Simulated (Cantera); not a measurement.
A diamond (100) surface in a fixed gas of H2 with x(CH4) = 0.0026, x(H) = 0.00036, x(CH3) = 0.0016, at 1000 K; coverages are run to steady state.

Model: the Harris–Goodwin 1993 mechanism for the reconstructed diamond (100) surface, integrated in Cantera.

One state of this run: growth (µm/h) = 7.06; θ c6HH = 0.240; θ c6H* = 0.00663; θ c6*H = 0.136; θ c6** = 0.00153; θ c6HM = 0.450. θ: site fractions in the mechanism's names (c6HH fully hydrogenated, c6H* and c6*H radical sites, c6** diradical, c6HM methylated).

Q: Which value of P (Pa) does it belong to?
(A) 4500
(B) 21000
(C) 1400
(D) 2100

A: A, 4500
